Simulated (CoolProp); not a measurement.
Saturation properties of dodecamethylpentasiloxane (MD3M) (Tc = 628.0 K, pc = 0.9540 MPa, ω = 0.730).

The numbers come from the reference Helmholtz-energy equation of state, Thol 2019 in CoolProp.

```json
[
 {"T (K)": "335.8", "p (MPa)": "0.0001292", "liquid density (kg/m³)": "833.4", "vapour density (kg/m³)": "0.01781", "liquid cp (kJ/(kg K))": "1.797"},
 {"T (K)": "342.4", "p (MPa)": "0.0001997", "liquid density (kg/m³)": "827.0", "vapour density (kg/m³)": "0.02702", "liquid cp (kJ/(kg K))": "1.811"},
 {"T (K)": "349.1", "p (MPa)": "0.0003040", "liquid density (kg/m³)": "820.5", "vapour density (kg/m³)": "0.04036", "liquid cp (kJ/(kg K))": "1.826"},
 {"T (K)": "355.8", "p (MPa)": "0.0004531", "liquid density (kg/m³)": "813.9", "vapour density (kg/m³)": "0.05905", "liquid cp (kJ/(kg K))": "1.841"},
 {"T (K)": "362.5", "p (MPa)": "0.0006622", "liquid density (kg/m³)": "807.3", "vapour density (kg/m³)": "0.08476", "liquid cp (kJ/(kg K))": "1.856"},
 {"T (K)": "369.1", "p (MPa)": "0.0009452", "liquid density (kg/m³)": "800.8", "vapour density (kg/m³)": "0.1189", "liquid cp (kJ/(kg K))": "1.870"},
 {"T (K)": "375.8", "p (MPa)": "0.001333", "liquid density (kg/m³)": "794.1", "vapour density (kg/m³)": "0.1649", "liquid cp (kJ/(kg K))": "1.884"},
 {"T (K)": "382.5", "p (MPa)": "0.001851", "liquid density (kg/m³)": "787.4", "vapour density (kg/m³)": "0.2252", "liquid cp (kJ/(kg K))": "1.899"},
 {"T (K)": "389.2", "p (MPa)": "0.002530", "liquid density (kg/m³)": "780.7", "vapour density (kg/m³)": "0.3031", "liquid cp (kJ/(kg K))": "1.913"},
 {"T (K)": "395.8", "p (MPa)": "0.003395", "liquid density (kg/m³)": "774.0", "vapour density (kg/m³)": "0.4006", "liquid cp (kJ/(kg K))": "1.927"},
 {"T (K)": "402.5", "p (MPa)": "0.004515", "liquid density (kg/m³)": "767.2", "vapour density (kg/m³)": "0.5251", "liquid cp (kJ/(kg K))": "1.941"},
 {"T (K)": "409.2", "p (MPa)": "0.005930", "liquid density (kg/m³)": "760.3", "vapour density (kg/m³)": "0.6801", "liquid cp (kJ/(kg K))": "1.955"},
 {"T (K)": "415.9", "p (MPa)": "0.007697", "liquid density (kg/m³)": "753.3", "vapour density (kg/m³)": "0.8711", "liquid cp (kJ/(kg K))": "1.969"},
 {"T (K)": "422.5", "p (MPa)": "0.009843", "liquid density (kg/m³)": "746.4", "vapour density (kg/m³)": "1.100", "liquid cp (kJ/(kg K))": "1.983"}
]
```

It boils at 503.0 K under 1 atm.
